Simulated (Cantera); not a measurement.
A freely propagating, adiabatic, planar premixed flame of H2 : O2 : N2 = 0.78 : 0.455 : 1.71 (molar parts), equivalence ratio 0.86, unburnt at 500 K and 100.0 Torr; mixture-averaged transport, grid criteria slope 0.08 and curve 0.16, no radiation.

Model: the H2/O2 subset of GRI-Mech 3.0, which has no nitrogen chemistry, integrated in Cantera. Burning velocities carry a grid error of a few per cent, more on coarse grids.

x: mole fraction of selected species; z is measured from the peak of heat release.

| z (mm) | T (K) | u (m/s) | x H2 | x O2 | x OH | x H2O | x H | x HO2 |
|---|---|---|---|---|---|---|---|---|
| -18.2 | 500 | 3.93 | 0.265 | 0.154 | <1e-8 | <1e-8 | <1e-8 | <1e-8 |
| -12.1 | 500 | 3.93 | 0.265 | 0.154 | <1e-8 | <1e-8 | <1e-8 | <1e-8 |
| -9.08 | 500 | 3.93 | 0.265 | 0.154 | <1e-8 | <1e-8 | <1e-8 | <1e-8 |
| -6.06 | 500 | 3.93 | 0.265 | 0.154 | <1e-8 | <1e-8 | <1e-8 | 6.52e-8 |
| -3.03 | 505 | 3.96 | 0.263 | 0.155 | 2.01e-5 | 0.000253 | 8.69e-5 | 6.63e-5 |
| -1.51 | 650 | 5.02 | 0.240 | 0.151 | 0.000412 | 0.0121 | 0.00569 | 4.79e-5 |
| 0 | … | 7.94 | … | … | … | … | … | … |
| 1.51 | 1347 | 9.95 | 0.0395 | 0.0552 | 0.00754 | 0.197 | 0.0688 | 7.66e-6 |
| 3.03 | 1472 | 10.8 | 0.0339 | 0.0475 | 0.00999 | 0.211 | 0.0608 | 5.63e-6 |
| 6.06 | 1612 | 11.7 | 0.0340 | 0.0440 | 0.0126 | 0.219 | 0.0484 | 4.32e-6 |
| 12.1 | 1763 | 12.7 | 0.0327 | 0.0405 | 0.0151 | 0.229 | 0.0356 | 3.23e-6 |
| 24.2 | 1915 | 13.6 | … | … | 0.0167 | 0.241 | … | … |
| 48.5 | 2059 | 14.5 | 0.0242 | 0.0335 | 0.0170 | 0.254 | 0.0146 | 1.75e-6 |

Task: Fill in the missing entries.

Result: 
- 0, T (K): 1062
- 0, x H2: 0.122
- 0, x O2: 0.110
- 0, x OH: 0.00261
- 0, x H2O: 0.102
- 0, x H: 0.0488
- 0, x HO2: 1.78e-5
- 24.2, x H2: 0.0294
- 24.2, x O2: 0.0369
- 24.2, x H: 0.0241
- 24.2, x HO2: 2.36e-6
